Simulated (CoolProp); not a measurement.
Vapour-liquid equilibrium of toluene (1) + n-nonane (2) at 392 kPa; x and y are mole fractions of (1).

Values from CoolProp's multi-fluid Helmholtz-energy mixture model, Lemmon 2006 and Lemmon 2006; pair parameters Bell 2016.

| x | bubble temperature, mixture model (K) | bubble temperature, Raoult's law (K) | y, mixture model | y, Raoult's law |
|---|---|---|---|---|
| 0.05 | 479.8 | 480.4 | 0.107 | 0.109 |
| 0.15 | 472.8 | 474.3 | 0.291 | 0.293 |
| 0.25 | 466.6 | 468.8 | 0.438 | 0.443 |
| 0.35 | 461.3 | 463.8 | 0.555 | 0.566 |
| 0.45 | 456.6 | 459.2 | 0.651 | 0.667 |
| 0.55 | 452.6 | 455.0 | 0.730 | 0.752 |
| 0.65 | 449.1 | 451.1 | 0.799 | 0.824 |
| 0.75 | 446.0 | 447.4 | 0.860 | 0.884 |
| 0.85 | 443.2 | 444.1 | 0.917 | 0.936 |
| 0.95 | 440.6 | 440.9 | 0.972 | 0.980 |

The largest gap from Raoult's law is -2.6 K in bubble temperature, at x = 0.45. No azeotrope shows between x = 0.05 and 0.95.

Pair parameters are fitted to limited data, so mixtures are less certain than the pure fluids.
